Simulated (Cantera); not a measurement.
An adiabatic, constant-pressure homogeneous reactor starts with CH₄ : C₂H₆ : O₂ : N₂ = 1 : 0.1 : 1.38 : 5.2 (molar parts), equivalence ratio 1.7, at 1698 K and 4.93 atm. Integrator tolerance rtol = 1e-08.

Model: GRI-Mech 3.0 (53 species, 325 reactions), integrated in Cantera.

Problem. What does this change do: C2H6 0.1 to 0.035 parts?

Solution. 
```json
[
 {"quantity": "time of steepest temperature rise", "before": "25.3 µs", "after": "38.1 µs"},
 {"quantity": "temperature at 1.00 s", "before": "2833 K", "after": "2892 K"},
 {"quantity": "equilibrium temperature", "before": "2833 K", "after": "2892 K"},
 {"quantity": "x(CH₄) at 1.00 s", "before": "2.15e-11 (gas-phase equilibrium 2.44e-11)", "after": "5.97e-12 (gas-phase equilibrium 6.90e-12)"},
 {"quantity": "x(C₂H₆) at 1.00 s", "before": "<1e-12 (gas-phase equilibrium <1e-12)", "after": "<1e-12 (gas-phase equilibrium <1e-12)"},
 {"quantity": "x(O₂) at 1.00 s", "before": "0.000244 (gas-phase equilibrium 0.000244)", "after": "0.000774 (gas-phase equilibrium 0.000774)"},
 {"quantity": "x(CO) at 1.00 s", "before": "0.114 (gas-phase equilibrium 0.114)", "after": "0.0983 (gas-phase equilibrium 0.0983)"},
 {"quantity": "x(H₂) at 1.00 s", "before": "0.105 (gas-phase equilibrium 0.105)", "after": "0.0785 (gas-phase equilibrium 0.0785)"}
]
```

Problem. What does this change do: initial temperature 1698 to 1273 K?

Solution. 
```tsv
quantity	before	after
time of steepest temperature rise	25.3 µs	0.919 ms
temperature at 1.00 s	2833 K	2527 K
equilibrium temperature	2833 K	2527 K
x(CH₄) at 1.00 s	2.15e-11 (gas-phase equilibrium 2.44e-11)	6.77e-11 (gas-phase equilibrium 7.63e-11)
x(C₂H₆) at 1.00 s	<1e-12 (gas-phase equilibrium <1e-12)	<1e-12 (gas-phase equilibrium <1e-12)
x(O₂) at 1.00 s	0.000244 (gas-phase equilibrium 0.000244)	1.82e-5 (gas-phase equilibrium 1.82e-5)
x(CO) at 1.00 s	0.114 (gas-phase equilibrium 0.114)	0.112 (gas-phase equilibrium 0.112)
x(H₂) at 1.00 s	0.105 (gas-phase equilibrium 0.105)	0.109 (gas-phase equilibrium 0.109)
```
